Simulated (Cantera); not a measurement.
Al + CO₂ + CO + O₂ (metals in furnace atmospheres)

Charge: 1 mol Al, 17 mol CO₂, 6 mol CO, 2.2 mol O₂, held at 40.0 Pa.

These are equilibrium values from Cantera (NASA tables, ideal gas, pure condensed phases), not measurements of a reactor. Candidate condensed phases: Al, Al₂O₃, C; 19 gas species. Kinetics and transport are ignored.

```
T (K)  x CO₂   x CO      x O₂       x O     x AlO  n Al₂O₃(s)
-----  -----  -----  --------  --------  --------  ----------
775    0.865  0.135    <1e-12    <1e-12    <1e-12       0.500
975    0.865  0.135    <1e-12    <1e-12    <1e-12       0.500
1175   0.865  0.135  9.42e-12  2.24e-12    <1e-12       0.500
1375   0.865  0.135   4.12e-8   6.46e-9    <1e-12       0.500
1575   0.865  0.135   2.10e-5   2.45e-6    <1e-12       0.500
1775   0.858  0.139   0.00237  0.000233  2.90e-10       0.500
1975   0.749  0.208    0.0370   0.00530   6.22e-8       0.500
```
x: gas mole fraction; n: condensed amount in mol.

From 775 K to 1975 K the condensed part is Al₂O₃(s).
